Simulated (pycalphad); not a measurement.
Computed with pycalphad from the COST 507 light-alloy database (1999), at 1 atm. The data set is of 1999 and partly superseded. Phase fractions are per mole of atoms.

Give the equilibrium state of Al-83.8C (at.%) at 1600 K.


```
T = 1600.00 K, P = 101325 Pa, N = 1 mol of atoms
G = -45184 J/mol, H = 18343 J/mol, S = 39.70 J/(mol K)  (SER reference)
chemical potentials (J/mol): Al -119820, C -30755
phase             fraction      x(Al)       x(C)
GRAPHITE            0.7165       none     1.0000
AL4C3               0.2835     0.5714     0.4286
```

Give the equilibrium state of Al-83.8C (at.%) at 2750 K.


```
T = 2750.00 K, P = 101325 Pa, N = 1 mol of atoms
G = -102168 J/mol, H = 70911 J/mol, S = 62.94 J/(mol K)  (SER reference)
chemical potentials (J/mol): Al -218153, C -79746
phase             fraction      x(Al)       x(C)
GRAPHITE            0.7624       none     1.0000
LIQUID              0.2376     0.6818     0.3182
```

Database names, with the compositions (at.%) that they take in these runs: AL4C3: Al 57 C 43. An entry "none" or "no" means that the model of the phase leaves that element out.
